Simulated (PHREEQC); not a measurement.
A solution holds 9.6 mmol/kgw HF, 0.33 mmol/kgw KF and 73 mmol/kgw (NH4)2SiF6, at 74 °C. Closed to the air; pH follows from the charge balance.

Equilibrium calculation in PHREEQC: ion-association model, phreeqc.dat.

| quantity | before | after |
|---|---|---|
| pH | 2.90 | 2.93 |
| HF (mol/kgw) | 0.0116 | 0.0106 |
| F- (mol/kgw) | 0.00366 | 0.00288 |
| H4SiO4 (mol/kgw) | 0.000950 | 0.000641 |
| HF2- (mol/kgw) | 0.000182 | 0.000133 |
| SI of Chalcedony (SiO2) | +0.07 | -0.12 |

Q: What was changed between the two runs?
(A) KF replaced by H2SiF6 at the same molality
(B) HF left out
(C) KF from 0.00033 to 0.00165 mol/kgw
(D) (NH4)2SiF6 from 0.073 to 0.0146 mol/kgw
(E) temperature from 74 to 55 °C

A: D, (NH4)2SiF6 from 0.073 to 0.0146 mol/kgw

No solid was allowed to form. Some of these states are supersaturated (in Quartz (slow to form), Chalcedony (slow to form), for instance). Constants without temperature data keep their 25 °C values here. SiF6-2 is the database's only silicon fluoride.
